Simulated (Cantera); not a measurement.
A closed system holds: 1 mol B₂H₆, 12 mol NH₃, 16 mol H₂, at 2250 K and 46.0 Pa.

Cantera equilibrium calculation (NASA polynomials, part measured and part estimated; ideal gas, pure solids and liquids). Candidate condensed phases: B, BN; 15 gas species. The feed counts by its element totals alone. The tables' values for BH₂ are old estimates; treat these amounts as uncertain. Rates play no part.

Base state: H₂ 0.600, H 0.268, N₂ 0.119, B 0.0116, BH₂ 0.00100, BH 0.000195, BN 5.27e-5 (mole fractions); condensed: B(s).

Task: What changes in the equilibrium state with this change: temperature from 2250 K to 923.15 K?

Result: 
```csv
species,before,after
H₂,0.600,0.881
N₂,0.119,0.119
H,0.268,1.08e-8
B,0.0116,<1e-9
BH₂,0.00100,<1e-9
BH,0.000195,<1e-9
"B(s), mol",1.35,0
"BN(s), mol",0,2.00
```

Task: What changes in the equilibrium state with this change: temperature from 2250 K to 1573 K?

Result: 
```
species       before    after
----------  --------  -------
H₂             0.600    0.879
N₂             0.119    0.119
H              0.268  0.00178
B             0.0116    <1e-9
BH₂          0.00100  4.51e-7
BH          0.000195    <1e-9
BN           5.27e-5    <1e-9
B(s), mol       1.35        0
BN(s), mol         0     2.00
```
